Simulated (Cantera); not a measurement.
Input (Python, Cantera) and output of one run.

```python
import numpy as np
import cantera as ct

gas_names = """
    H HO2 H2 H2O H2O2 Hg O OH O2 O3
""".split()
cond_names = """
    H2O(s) H2O(L) Hg(cr) Hg(L) HgO(s)
""".split()


# ... load() reads the species with a 1 bar reference pressure and builds the phases ...
atoms = {
    'Hg': {'Hg': 1},
    'O2': {'O': 2},
    'H2': {'H': 2},
}
top_T = {}  # K; cautious upper limits of use, not melting points


# ... equilibrate(T, P, feed) seeds the gas with the atoms and calls Mixture.equilibrate('TP', solver="vcs", rtol=1e-11, max_steps=5000) ...
results = []
feed = {'Hg': 1, 'O2': 0.49, 'H2': 2.2}  # mol
T = 1048  # K
P = 1000  # Pa
mix = equilibrate(T, P, feed)
results.append((T, P, feed, dict(zip(mix.species_names, mix.species_moles))))
print(gas.report(threshold=1e-06))
for i in range(1, mix.n_phases):
    print(f"{mix.phase(i).name:16s} {mix.phase_moles(i):12.5e} mol")
```

Output:

```
       temperature   1048 K
          pressure   1000 Pa
           density   0.0079153 kg/m^3
  mean mol. weight   68.971 kg/kmol
   phase of matter   gas

                          1 kg             1 kmol
                     ---------------   ---------------
          enthalpy       -4.7833e+05       -3.2991e+07  J
   internal energy       -6.0467e+05       -4.1704e+07  J
           entropy              3567        2.4602e+05  J/K
    Gibbs function       -4.2165e+06       -2.9082e+08  J
 heat capacity c_p            448.49             30932  J/K
 heat capacity c_v            327.94             22618  J/K

                      mass frac. Y      mole frac. X     chem. pot. / RT
                     ---------------   ---------------   ---------------
                H2          0.011144           0.38125           -23.193
               H2O          0.079992           0.30625           -58.554
                Hg           0.90886            0.3125           -21.122
     [   +7 minor]        7.2692e-10        4.7823e-08

Hg(L)             0.00000e+00 mol
```

Method: chemical equilibrium by Gibbs-energy minimisation in Cantera with the NASA 1993 tables (ideal gas, pure condensed phases).
